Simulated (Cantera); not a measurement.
Input (Python, Cantera) and output of one run.

```python
import numpy as np
import cantera as ct

gas_names = """
    CL CL2 H HCL H2 N NH NH2 NH3 N2 N2H2 N2H4 Si SiCL SiCL2 SiCL3 SiCL4 SiH SiHCL3 SiH2 SiH2CL2 SiH3
    SiH3CL SiH4 SiN Si2 Si2N Si3
""".split()
cond_names = """
    NH4CL(a) NH4CL(b) Si(cr) Si(L) Si3N4(a)
""".split()


# ... load() reads the species with a 1 bar reference pressure and builds the phases ...
atoms = {
    'SiH2Cl2': {'Si': 1, 'H': 2, 'CL': 2},
    'NH3': {'N': 1, 'H': 3},
    'N2': {'N': 2},
}
top_T = {'Si3N4(a)': 2400}  # K; cautious upper limits of use, not melting points


# ... equilibrate(T, P, feed) seeds the gas with the atoms and calls Mixture.equilibrate('TP', solver="vcs", rtol=1e-11, max_steps=5000) ...
results = []
feed = {'SiH2Cl2': 1, 'NH3': 0.15, 'N2': 69}  # mol
P = 540  # Pa
for T in [1498, 1573, 1648, 1723, 1798, 1873, 1948, 2023]:
    mix = equilibrate(T, P, feed)
    results.append((T, P, feed, dict(zip(mix.species_names, mix.species_moles))))
    x = sorted(zip(gas.X, gas.species_names), reverse=True)
    print(f"T = {T:g} K  P = {P:g} Pa  gas = {mix.phase_moles(0):.4g} mol")
    print("   x: " + "  ".join(f"{s} {v:.3e}" for v, s in x if v > 0.001))
    print("   condensed (mol): " + ("  ".join(f"{mix.phase(i).name} {mix.phase_moles(i):.4g}"
          for i in range(1, mix.n_phases) if mix.phase_moles(i) > 1e-12) or "none"))
```

Result:

```
T = 1498 K  P = 540 Pa  gas = 70.87 mol
   x: N2 9.687e-01  HCL 1.762e-02  H2 8.465e-03  SiCL2 4.977e-03
   condensed (mol): Si3N4(a) 0.2111
T = 1573 K  P = 540 Pa  gas = 70.97 mol
   x: N2 9.686e-01  HCL 1.393e-02  H2 1.027e-02  SiCL2 6.919e-03
   condensed (mol): Si3N4(a) 0.1668
T = 1648 K  P = 540 Pa  gas = 71.05 mol
   x: N2 9.686e-01  H2 1.185e-02  HCL 1.064e-02  SiCL2 8.598e-03
   condensed (mol): Si3N4(a) 0.1273
T = 1723 K  P = 540 Pa  gas = 71.14 mol
   x: N2 9.684e-01  H2 1.309e-02  SiCL2 9.908e-03  HCL 7.977e-03
   condensed (mol): Si3N4(a) 0.09278
T = 1798 K  P = 540 Pa  gas = 71.38 mol
   x: N2 9.677e-01  H2 1.351e-02  SiCL2 1.040e-02  HCL 6.731e-03
   condensed (mol): Si(L) 0.1936
T = 1873 K  P = 540 Pa  gas = 71.49 mol
   x: N2 9.662e-01  H2 1.318e-02  SiCL2 1.011e-02  HCL 6.896e-03  Si 1.633e-03  H 1.008e-03
   condensed (mol): Si(L) 0.1145
T = 1948 K  P = 540 Pa  gas = 71.67 mol
   x: N2 9.637e-01  H2 1.246e-02  SiCL2 9.443e-03  HCL 7.534e-03  Si 3.498e-03  H 1.716e-03
   condensed (mol): none
T = 2023 K  P = 540 Pa  gas = 71.84 mol
   x: N2 9.615e-01  H2 1.108e-02  HCL 9.196e-03  SiCL2 8.059e-03  Si 4.772e-03  H 2.721e-03  CL 1.677e-03
   condensed (mol): none
```

Equilibrium computed with Cantera from the NASA thermochemical tables; the gas is ideal and each condensed phase is pure. The tables' values for SiCl, SiCl3, SiN are old estimates; treat these amounts as uncertain.
